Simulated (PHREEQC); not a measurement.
Consider water at 20 °C with 0.03 mol/kgw CuCl2, 0.00014 mol/kgw HCl and 0.03 mol/kgw H3BO3. Closed to the air; pH follows from the charge balance.

All values are PHREEQC results (ion-association model, phreeqc.dat), not measurements.

Each row changes one thing in this solution. This is a speciation only: nothing precipitates in the calculation.

| case | pH | ionic strength (mol/kgw) | Cu+2 (mol/kgw) | CuCl+ (mol/kgw) | CuCl2 (mol/kgw) | CuOH+ (mol/kgw) |
|---|---|---|---|---|---|---|
| as made | 3.92 | 0.0871 | 0.0285 | 0.00146 | 2.60e-5 | 1.28e-6 |
| CuCl2 from 0.03 to 0.006 mol/kgw | 3.90 | 0.0180 | 0.00591 | 9.10e-5 | 4.25e-7 | 3.27e-7 |
| CuCl2 from 0.03 to 0.3 mol/kgw | … | 0.767 | 0.236 | 0.0590 | 0.00519 | 6.44e-6 |
| HCl from 0.00014 to 0.000126 mol/kgw | 3.97 | 0.0871 | 0.0285 | 0.00146 | 2.60e-5 | 1.42e-6 |
| 0.02 mol/kgw KCl added | 3.93 | … | 0.0281 | 0.00182 | 4.14e-5 | 1.23e-6 |

Q: Fill in the missing entries.

A: 
- CuCl2 from 0.03 to 0.3 mol/kgw, pH: 3.89
- 0.02 mol/kgw KCl added, ionic strength (mol/kgw): 0.106

The ionic strength passes 0.7 mol/kgw, the rough limit of the ion-association models, in CuCl2 from 0.03 to 0.3 mol/kgw.
